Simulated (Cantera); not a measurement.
Input: 1 mol AlCl₃, 9.7 mol N₂, 3.6 mol H₂, at 0.0430 bar.

Cantera equilibrium calculation (NASA polynomials, part measured and part estimated; ideal gas, pure solids and liquids). Candidate condensed phases: Al, AlCl₃, AlN, NH₄Cl; 20 gas species. The tables' values for AlCl₂ are old estimates; treat these amounts as uncertain. Kinetics and transport are ignored.

x: gas mole fraction; n: condensed amount in mol.

```
T (°C)   x N₂   x H₂   x HCl  x AlCl₃    x AlCl   x AlCl₂  n AlN(s)
------  -----  -----  ------  -------  --------  --------  --------
975     0.667  0.219  0.0649   0.0482   9.09e-6  0.000134     0.309
1025    0.668  0.220  0.0639   0.0484   3.30e-5  0.000291     0.303
1075    0.668  0.220  0.0630   0.0485  0.000108  0.000597     0.297
1125    0.668  0.220  0.0621   0.0483  0.000326   0.00116     0.287
1175    0.667  0.221  0.0610   0.0477  0.000904   0.00213     0.273
1225    0.667  0.221  0.0597   0.0465   0.00233   0.00372       ___
1275    0.666  0.221  0.0580   0.0440   0.00558   0.00613       ___
1325    0.663  0.220  0.0553   0.0398    0.0124   0.00948       ___
1375    0.659  0.217  0.0560   0.0337    0.0218    0.0125       ___
```

Problem. Fill in the missing entries.

Solution. 
- 1225, n AlN(s): 0.246
- 1275, n AlN(s): 0.196
- 1325, n AlN(s): 0.102
- 1375, n AlN(s): 0
